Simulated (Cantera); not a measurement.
Cantera run, input and output.

```python
import numpy as np
import cantera as ct

gas = ct.Solution("gri30.yaml")
gas.TP = 300, 100000
flame = ct.CounterflowDiffusionFlame(gas, width=0.02)
flame.fuel_inlet.X, flame.fuel_inlet.T = {'CH4': 1}, 525
flame.oxidizer_inlet.X, flame.oxidizer_inlet.T = {'O2': 0.24, 'N2': 0.76}, 400
flame.set_refine_criteria(ratio=3, slope=0.12, curve=0.24, prune=0.03)
show = ['OH', 'H', 'NO', 'CO', 'C2H2']

rows = []
print(f"{'mdot':>8s}{'a_max':>10s}{'a_mean':>10s}{'Tmax/K':>9s}" + "".join(f"{s:>11s}" for s in show) + "   (peak mole fractions)")
for i, mdot in enumerate([0.25, 0.36, 0.51, 0.73, 1.1, 1.5, 2.2, 3.1]):  # kg/m2/s on the oxidiser side
    flame.oxidizer_inlet.mdot, flame.fuel_inlet.mdot = mdot, 0.69 * mdot
    flame.solve(loglevel=0, auto=(i == 0))
    if flame.T.max() < max(525, 400) + 100:
        print(f"{mdot:8.3g}  no burning solution found from the previous one")
        break
    dT = np.abs(np.gradient(flame.T, flame.grid))
    rows.append([flame.strain_rate("max"), flame.strain_rate("mean"), flame.T.max(),
                 *(flame.X[gas.species_index(s)].max() for s in show), max(dT[0], dT[-1]) / dT.max()])
    print(f"{mdot:8.3g}{rows[-1][0]:10.1f}{rows[-1][1]:10.1f}{rows[-1][2]:9.1f}" + "".join(f"{x:11.3e}" for x in rows[-1][3:-1]))
```

Result:

```
    mdot     a_max    a_mean   Tmax/K         OH          H         NO         CO       C2H2   (peak mole fractions)
    0.25     184.8      37.8   2214.5  1.057e-02  5.062e-03  3.623e-04  6.932e-02  1.767e-02
    0.36     257.6      54.5   2196.8  1.051e-02  5.303e-03  3.328e-04  6.773e-02  1.662e-02
    0.51     352.8      77.1   2181.8  1.044e-02  5.533e-03  3.047e-04  6.646e-02  1.567e-02
    0.73     485.4     110.4   2167.8  1.036e-02  5.779e-03  2.748e-04  6.547e-02  1.482e-02
     1.1     701.0     166.4   2150.2  1.020e-02  6.030e-03  2.360e-04  6.453e-02  1.374e-02
     1.5     925.5     226.9   2133.7  9.956e-03  6.166e-03  2.031e-04  6.393e-02  1.281e-02
     2.2    1289.5     332.8   2108.6  9.502e-03  6.231e-03  1.591e-04  6.341e-02  1.149e-02
     3.1    1750.3     468.9   2080.5  8.917e-03  6.151e-03  1.184e-04  6.318e-02  1.004e-02
```

Model: GRI-Mech 3.0 (53 species, 325 reactions), integrated in Cantera. GRI-Mech 3.0 has no aromatics or soot, which form on the fuel side of real flames. The maximum strain rate includes the flame's own expansion and is several times the mean.
